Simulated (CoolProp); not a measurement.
R236EA along the isobar 40.2 bar: density (kg/m³) from the reference equation and from simpler models built on Tc = 139.3 °C, pc = 34.14 bar, ω = 0.368; each cubic takes its own stable root.

Computed with CoolProp (reference Helmholtz-energy equation of state, Rui 2013).

```csv
T (°C),phase,reference,van der Waals,Redlich-Kwong,Soave-Redlich-Kwong,Peng-Robinson
23.25,liquid,1446,884.6,1260,1327,1499
32.65,liquid,[?],869.2,1232,1299,1468
42.05,liquid,1388,853.1,1202,1269,1434
51.55,liquid,1357,836.1,1170,1236,1398
60.95,liquid,1325,818.3,1136,1202,1359
70.35,liquid,1291,799.4,1101,1165,1317
79.85,liquid,1254,779.1,1063,[?],1271
89.25,liquid,1215,757.4,1022,1080,1221
98.65,liquid,1173,733.8,[?],1031,1164
108.15,liquid,1125,707.4,928.0,975.9,1100
```

Task: Fill in the missing entries.

Result: 
- 32.65, reference: 1418
- 79.85, Soave-Redlich-Kwong: 1124
- 98.65, Redlich-Kwong: 977.5
